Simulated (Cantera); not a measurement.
A closed system holds: 1 mol MgSO4, 2.2 mol CO2, 3.7 mol H2, equilibrated at 1.33 mbar.

Cantera equilibrium calculation (NASA polynomials, part measured and part estimated; ideal gas, pure solids and liquids). Candidate condensed phases: C, C6H6, C7H8, C8H18, H2O, H2SO4, Mg, MgCO3, MgO, Mg(OH)2, MgS, MgSO4, S; 130 gas species. Equilibrium is a limit: real reactors are often held back by kinetics, nucleation or transport.

At 1525 K, list the 6 most abundant gas species with their mole fractions, and the condensed phases.

H2O 0.409, CO2 0.171, CO 0.156, H2 0.138, SO2 0.0931, S2 0.0226. Condensed: MgO(s).
